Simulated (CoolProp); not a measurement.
Vapour pressure (MPa) of decamethyltetrasiloxane (MD2M): the reference equation beside estimates from Tc = 599.4 K, pc = 1.144 MPa, ω = 0.635. Clausius-Clapeyron is anchored at 480.8 K with a constant enthalpy of vaporisation of 38.70 kJ/mol.

Values from CoolProp's reference Helmholtz-energy equation of state, Thol 2017.

```tsv
T (K)	reference	Lee-Kesler	Clausius-Clapeyron	van der Waals	Redlich-Kwong	Soave-Redlich-Kwong	Peng-Robinson
424.2	0.03067	0.03065	0.03794	0.2424	0.1096	0.03070	0.03143
432.3	0.03927	0.03918	0.04660	0.2666	0.1281	0.03930	0.04004
440.4	0.04968	0.04952	0.05680	0.2923	0.1486	0.04974	0.05045
448.5	0.06216	0.06193	0.06875	0.3195	0.1714	0.06229	0.06293
456.6	0.07697	0.07666	0.08265	0.3483	0.1965	0.07724	0.07775
464.7	0.09441	0.09402	0.09872	0.3787	0.2241	0.09488	0.09522
472.7	0.1145	0.1140	0.1170	0.4103	0.2539	0.1153	0.1154
480.8	0.1381	0.1375	0.1381	0.4440	0.2867	0.1393	0.1391
488.9	0.1652	0.1646	0.1621	0.4794	0.3224	0.1670	0.1665
497	0.1962	0.1957	0.1893	0.5165	0.3610	0.1989	0.1979
505.1	0.2316	0.2311	0.2200	0.5553	0.4026	0.2353	0.2337
513.2	0.2716	0.2712	0.2544	0.5960	0.4474	0.2766	0.2745
521.2	0.3161	0.3159	0.2924	0.6379	0.4948	0.3226	0.3199
529.3	0.3666	0.3669	0.3352	0.6821	0.5461	0.3750	0.3717
```

Absolute difference from the reference over all 14 rows, mean and median: Lee-Kesler 0.3 and 0.3 %, Clausius-Clapeyron 8.2 and 6.9 %, van der Waals 293.3 and 239.9 %, Redlich-Kwong 128.8 and 114.7 %, Soave-Redlich-Kwong 0.9 and 0.8 %, Peng-Robinson 1.2 and 1.0 %.
